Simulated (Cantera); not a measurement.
# Adiabatic ignition

An adiabatic, constant-volume homogeneous reactor starts with CH4 : O2 : N2 = 1 : 1.67 : 6.27 (molar parts), equivalence ratio 1.2, at 1623 K and 1650 Torr.

Detailed kinetics in Cantera: GRI-Mech 3.0 (53 species, 325 reactions). Above 3000 K some thermodynamic fits are extrapolated.

```
t (s)     T (K)  P (bar)   x CH4     x O2      x H    x NO2     x CO2      x CO     x HCO
--------  -----  -------  ------  -------  -------  -------  --------  --------  --------
4.00e-6    1623     2.20   0.112    0.187  8.21e-8   <1e-12  1.43e-10   1.57e-9  1.38e-11
9.57e-6    1623     2.20   0.112    0.187  1.04e-7   <1e-12   1.79e-9   2.28e-8  1.09e-10
2.29e-5    1623     2.20   0.112    0.187  1.87e-7   <1e-12   3.11e-8   4.66e-7   1.19e-9
5.47e-5    1623     2.20   0.111    0.187  6.07e-7   <1e-12   7.17e-7   1.45e-5   1.92e-8
0.000131   1640     2.22   0.107    0.184  4.63e-6   <1e-12   2.03e-5  0.000645   4.58e-7
0.000313   3049     4.46  <1e-12   0.0102   0.0169  1.70e-6    0.0361    0.0675   3.70e-7
0.000748   3042     4.45  <1e-12  0.00940   0.0167  2.41e-6    0.0357    0.0678   3.69e-7
0.00179    3042     4.45  <1e-12  0.00940   0.0167  2.41e-6    0.0357    0.0678   3.69e-7
0.00428    3042     4.45  <1e-12  0.00940   0.0167  2.41e-6    0.0357    0.0678   3.69e-7
0.0102     3042     4.45  <1e-12  0.00940   0.0167  2.41e-6    0.0357    0.0678   3.69e-7
0.0245     3042     4.45  <1e-12  0.00940   0.0167  2.41e-6    0.0357    0.0678   3.69e-7
0.0585     3042     4.45  <1e-12  0.00940   0.0167  2.41e-6    0.0357    0.0678   3.69e-7
0.140      3042     4.45  <1e-12  0.00940   0.0167  2.41e-6    0.0357    0.0678   3.69e-7
0.335      3042     4.45  <1e-12  0.00940   0.0167  2.41e-6    0.0357    0.0678   3.69e-7
0.800      3042     4.45  <1e-12  0.00940   0.0167  2.41e-6    0.0357    0.0678   3.69e-7
```
x: mole fraction; the columns are a selection and need not sum to one.

```
Item                                                                 Value
---------------------------------  ---------------------------------------
time of steepest temperature rise                                 0.205 ms
temperature at 0.800 s                                              3042 K
equilibrium temperature                                             3042 K
x(CH4) at 0.800 s                    <1e-12 (gas-phase equilibrium <1e-12)
x(O2) at 0.800 s                   0.00940 (gas-phase equilibrium 0.00940)
x(H) at 0.800 s                      0.0167 (gas-phase equilibrium 0.0167)
```
